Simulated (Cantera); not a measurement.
# Silicon epitaxy and polysilicon growth: SiHCl3 + HCl + H2

Input: 1 mol SiHCl3, 0.1 mol HCl, 4.6 mol H2, equilibrated at 1.33 mbar.

These are equilibrium values from Cantera (NASA tables, ideal gas, pure condensed phases), not measurements of a reactor. Candidate condensed phases: Si; 19 gas species. The tables' values for SiCl3, SiCl are old estimates; treat these amounts as uncertain. Gases not in the tables: Si2H6 and higher silanes. Kinetics and transport are ignored.

From 625 °C to 1375 °C the condensed part is Si(s). At 1450 °C the condensed part is Si(l). The main Si-bearing gas is SiCl4 at 625 °C and SiCl2 at 1450 °C.

```
T (°C)   x H2   x HCl   x SiCl2   x SiCl4   x SiCl3  x SiHCl3       x H      x Cl  n Si(s)  n Si(l)
------  -----  ------  --------  --------  --------  --------  --------  --------  -------  -------
625     0.849  0.0230  0.000840     0.114   0.00141    0.0118   2.76e-9  7.30e-11    0.237        0
700     0.830  0.0461   0.00412     0.105   0.00388    0.0106   2.70e-8   1.41e-9    0.260        0
775     0.801  0.0805    0.0151    0.0865   0.00844   0.00880   1.89e-7   1.74e-8    0.275        0
850     0.759   0.122    0.0411    0.0579    0.0138   0.00621   1.02e-6   1.45e-7    0.255        0
925     0.718   0.156    0.0798    0.0269    0.0156   0.00333   4.41e-6   8.32e-7    0.188        0
1000    0.693   0.173     0.112   0.00838    0.0119   0.00134   1.63e-5   3.45e-6    0.120        0
1075    0.685   0.177     0.128   0.00217   0.00743  0.000476   5.24e-5   1.13e-5   0.0795        0
1150    0.683   0.176     0.136  0.000573   0.00444  0.000173  0.000150   3.17e-5   0.0560        0
1225    0.683   0.173     0.141  0.000167   0.00271   6.78e-5  0.000389   7.95e-5   0.0394        0
1300    0.683   0.170     0.143   5.41e-5   0.00172   2.88e-5  0.000920  0.000182   0.0259        0
1375    0.683   0.167     0.145   1.93e-5   0.00113   1.32e-5   0.00202  0.000387   0.0135        0
1450    0.680   0.168     0.144   7.81e-6  0.000775   6.49e-6   0.00412  0.000790        0   0.0137
```
x: gas mole fraction; n: condensed amount in mol.
